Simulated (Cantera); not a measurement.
What does this Cantera script print?

```python
import numpy as np
import cantera as ct

gas_names = """
    N NO NO2 NO3 N2 N2O O O2 O3 Si SiN SiO SiO2 Si2 Si2N Si3
""".split()
cond_names = """
    Si(cr) Si(L) SiO2(Lqz) SiO2(hqz) SiO2(L) Si2N2O(s) Si3N4(a)
""".split()


# ... load() reads the species with a 1 bar reference pressure and builds the phases ...
atoms = {
    'Si3N4': {'Si': 3, 'N': 4},
    'N2O': {'N': 2, 'O': 1},
    'N2': {'N': 2},
}
top_T = {'Si2N2O(s)': 2100, 'Si3N4(a)': 2400}  # K; cautious upper limits of use, not melting points


# ... equilibrate(T, P, feed) seeds the gas with the atoms and calls Mixture.equilibrate('TP', solver="vcs", rtol=1e-11, max_steps=5000) ...
results = []
feed = {'Si3N4': 1, 'N2O': 0.8, 'N2': 530}  # mol
T = 1148  # K
P = 1000  # Pa
mix = equilibrate(T, P, feed)
results.append((T, P, feed, dict(zip(mix.species_names, mix.species_moles))))
x = sorted(zip(gas.X, gas.species_names), reverse=True)
print(f"T = {T:g} K  P = {P:g} Pa  gas = {mix.phase_moles(0):.4g} mol")
print("   x: " + "  ".join(f"{s} {v:.3e}" for v, s in x if v > 1e-05))
print("   condensed (mol): " + ("  ".join(f"{mix.phase(i).name} {mix.phase_moles(i):.4g}"
      for i in range(1, mix.n_phases) if mix.phase_moles(i) > 1e-12) or "none"))
```

Output:

```
T = 1148 K  P = 1000 Pa  gas = 531.1 mol
   x: N2 1.000e+00
   condensed (mol): Si2N2O(s) 0.8  Si3N4(a) 0.4667
```

Equilibrium computed with Cantera from the NASA thermochemical tables; the gas is ideal and each condensed phase is pure. Mutual solubility and eutectic melting of coexisting phases are not modelled.
